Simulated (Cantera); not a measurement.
Charge: 1 mol Si3N4, 0.83 mol CO2, 5.2 mol H2, held at 1898.15 K and 540 Pa.

These are equilibrium values from Cantera (NASA tables, ideal gas, pure condensed phases), not measurements of a reactor. Candidate condensed phases: C, C6H6, C7H8, C8H18, H2O, Si, SiC, SiO2, Si2N2O, Si3N4; 151 gas species. Mutual solubility and eutectic melting of coexisting phases are not modelled. The tables' values for SiN are old estimates; treat these amounts as uncertain. Gases not in the tables: Si2H6 and higher silanes. Rates play no part.

Base state: H2 0.579, N2 0.224, SiO 0.157, CO 0.0294, H 0.00810, Si 0.00228, HCN 0.000128, SiH 0.000111 (mole fractions); condensed: Si(l) + SiC(s).

**Question.** What changes in the equilibrium state with this change: temperature from 1898.15 K to 1398.15 K?

**Answer.** 
```json
[
 {"species": "H2", "before": "0.579", "after": "0.887"},
 {"species": "N2", "before": "0.224", "after": "0.0853"},
 {"species": "CO", "before": "0.0294", "after": "0.0273"},
 {"species": "SiO", "before": "0.157", "after": "3.08e-5"},
 {"species": "Si", "before": "0.00228", "after": "<1e-9"},
 {"species": "SiH", "before": "0.000111", "after": "<1e-9"},
 {"species": "Si2C", "before": "3.96e-5", "after": "<1e-9"},
 {"species": "Si(l), mol", "before": "1.01", "after": "0"},
 {"species": "SiC(s), mol", "before": "0.567", "after": "0"},
 {"species": "C(graphite), mol", "before": "0", "after": "0.669"},
 {"species": "Si2N2O(s), mol", "before": "0", "after": "1.50"}
]
```

**Question.** What changes in the equilibrium state with this change: temperature from 1898.15 K to 1700 K?

**Answer.** 
| species | before | after |
|---|---|---|
| H2 | 0.579 | 0.749 |
| N2 | 0.224 | 0.149 |
| SiO | 0.157 | 0.0669 |
| CO | 0.0294 | 0.0330 |
| Si2 | 1.82e-5 | 6.01e-8 |
| Si2C | 3.96e-5 | 2.50e-7 |
| Si2N | 3.87e-5 | 4.25e-7 |
| Si | 0.00228 | 4.15e-5 |
| SiN | 2.67e-5 | 7.13e-7 |
| Si(l), mol | 1.01 | 0 |
| SiC(s), mol | 0.567 | 0.601 |
| Si2N2O(s), mol | 0 | 0.967 |
